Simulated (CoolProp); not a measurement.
A simple Rankine cycle with n-perfluorobutane: condensing at 327.15 K, boiler at 1.67 MPa, turbine inlet 449 K, turbine efficiency 0.8, pump efficiency 0.6, no recuperator. Each further row changes one setting.

The numbers come from the reference Helmholtz-energy equation of state, Gao 2022 in CoolProp.

```tsv
case	thermal efficiency (%)	net work (kJ/kg)	heat in (kJ/kg)	turbine exit temperature (K)	volume ratio over the turbine
as stated	5.2	___	187	___	2.87
condensing temperature 319.15 K	___	12.0	196	428.6	3.56
boiler pressure 1.17 MPa	3.5	6.63	191	438.5	1.94
turbine efficiency 0.7	___	___	187	___	___
```

Task: Fill in the missing entries.

Result: 
- as stated, net work (kJ/kg): 9.72
- as stated, turbine exit temperature (K): 431.7
- condensing temperature 319.15 K, thermal efficiency (%): 6.1
- turbine efficiency 0.7, thermal efficiency (%): 4.5
- turbine efficiency 0.7, net work (kJ/kg): 8.35
- turbine efficiency 0.7, turbine exit temperature (K): 433.1
- turbine efficiency 0.7, volume ratio over the turbine: 2.88
